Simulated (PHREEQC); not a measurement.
Model water analysis in mg/kgw, 32 °C, pH 6.82: Na 1870; K 191; Ca 155; Mg 133; Cl 3540; S(6) as SO4 59; Alkalinity as HCO3 291; Br 132.

Cl is adjusted to close the charge balance.
Valence states are taken as typed.

Equilibrium calculation in PHREEQC: Pitzer model, pitzer.dat.

The ionic strength comes out as 0.115 mol/kgw. What activity coefficients do Cl-, CO3-2, SO4-2, Na+, HCO3- get?

Cl- 0.76, CO3-2 0.28, SO4-2 0.26, Na+ 0.78, HCO3- 0.84. Single-ion values are on the MacInnes scale.

Precipitation was switched off in this run. Species that the database lacks are ignored.
